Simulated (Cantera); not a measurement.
A closed system holds: 1 mol Si, 0.01 mol O2, 4.1 mol H2, at 1273.15 K and 1.33 mbar.

Method: chemical equilibrium by Gibbs-energy minimisation in Cantera with the NASA 1993 tables (ideal gas, pure condensed phases). Candidate condensed phases: H2O, Si, SiO2; 18 gas species. Mutual solubility and eutectic melting of coexisting phases are not modelled. The tables hold silica as quartz up to 1696 K and as liquid above; real silica turns to tridymite and cristobalite and melts near 1996 K. The numbers say what is thermodynamically allowed, not how fast it happens.

What is the equilibrium state?


| Quantity | Result |
|---|---|
| x(H2) | 0.997 |
| x(SiO) | 0.00292 |
| x(H) | 1.95e-5 |
| n(Si(s)) | 0.984 mol |
| n(SiO2(β-quartz)) | 0.00399 mol |
| gas amount | 4.112 mol |
